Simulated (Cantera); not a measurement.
A freely propagating, adiabatic, planar premixed flame of 9.92 % CH4, 15.3 % O2, 74.8 % N2, equivalence ratio 1.3, unburnt at 398 K and 0.700 bar; mixture-averaged transport, grid criteria slope 0.08 and curve 0.16, no radiation.

Detailed kinetics in Cantera: GRI-Mech 3.0 (53 species, 325 reactions). Burning velocities carry a grid error of a few per cent, more on coarse grids.

Q: Predict: laminar burning velocity; thermal thickness; peak x(CH2O); peak x(CO); peak x(H2).

A: 
| Property | Value |
|---|---|
| laminar burning velocity | 21.4 cm/s |
| thermal thickness | 1.22 mm |
| peak x(CH2O) | 0.000704 |
| peak x(CO) | 0.0558 |
| peak x(H2) | 0.0395 |
